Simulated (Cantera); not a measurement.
# Ignition delay

Mixture: C3H8 : O2 : N2 = 1 : 3.33 : 12.5 (molar parts), equivalence ratio 1.5, at 6.00 bar, adiabatic and at constant volume. Ignition delay is the time to a rise of 400 K.

Model: GRI-Mech 3.0 (53 species, 325 reactions), integrated in Cantera. GRI-Mech 3.0 was tuned for natural gas; its chemistry of propane as a main component is partial and can be far from experiment.

```json
[
 {"T0 (K)": "1248", "delay (ms)": "0.942"},
 {"T0 (K)": "1298", "delay (ms)": "0.392"},
 {"T0 (K)": "1348", "delay (ms)": "0.176"},
 {"T0 (K)": "1398", "delay (ms)": "0.0850"},
 {"T0 (K)": "1448", "delay (ms)": "0.0445"},
 {"T0 (K)": "1498", "delay (ms)": "0.0251"},
 {"T0 (K)": "1548", "delay (ms)": "0.0152"}
]
```

* **apparent activation energy between 1448 and 1548 K**: 200 kJ/mol
